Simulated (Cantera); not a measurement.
Feed: 1 mol Si₃N₄, 0.03 mol Si, 0.096 mol N₂, held at 5.50 bar.

Cantera equilibrium calculation (NASA polynomials, part measured and part estimated; ideal gas, pure solids and liquids). Candidate condensed phases: Si, Si₃N₄; 7 gas species. Equilibrium is a limit: real reactors are often held back by kinetics, nucleation or transport. All values below are at 1677 °C.

Base state: N₂ 1.00 (mole fractions); condensed: Si₃N₄(s).

Question: What changes in the equilibrium state with this change: 0.00077 mol HCl added?

Answer: 
| species | before | after |
|---|---|---|
| N₂ | 1.00 | 0.990 |
| HCl | 0 | 0.00542 |
| H₂ | 0 | 0.00228 |
| SiCl₂ | 0 | 0.00202 |
| SiCl₃ | 0 | 0.000148 |
| Cl | 0 | 4.16e-5 |
| H | 0 | 2.34e-5 |
| SiCl₄ | 0 | 1.35e-5 |
| Si₃N₄(s), mol | 1.01 | 1.01 |
The tables' values for SiCl₃ are old estimates; treat these amounts as uncertain. Further candidate phases: NH₄Cl.
